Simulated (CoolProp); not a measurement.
Dodecamethylpentasiloxane (MD3M) along the isobar 1560 kPa: fugacity coefficient from the reference equation and from simpler models built on Tc = 354.9 °C, pc = 954.0 kPa, ω = 0.730; each cubic takes its own stable root.

Model: reference Helmholtz-energy equation of state, Thol 2019, in CoolProp.

| T (°C) | phase | reference | Redlich-Kwong | Soave-Redlich-Kwong | Peng-Robinson |
|---|---|---|---|---|---|
| 209.45 | liquid | 0.04540 | 0.1243 | 0.04745 | 0.04671 |
| 223.25 | liquid | 0.06233 | 0.1487 | 0.06537 | 0.06393 |
| 236.95 | liquid | 0.08317 | 0.1752 | 0.08755 | 0.08514 |
| 250.75 | liquid | 0.1085 | 0.2040 | 0.1147 | 0.1110 |
| 264.45 | liquid | 0.1383 | 0.2346 | 0.1466 | 0.1414 |
| 278.15 | liquid | 0.1727 | 0.2668 | 0.1836 | 0.1765 |
| 291.95 | liquid | 0.2120 | 0.3008 | 0.2259 | 0.2166 |
| 305.65 | liquid | 0.2553 | 0.3357 | 0.2725 | 0.2607 |
| 319.35 | liquid | 0.3026 | 0.3715 | 0.3231 | 0.3087 |
| 333.15 | liquid | 0.3536 | 0.4079 | 0.3771 | 0.3599 |
| 346.85 | liquid | 0.4066 | 0.4441 | 0.4326 | 0.4125 |
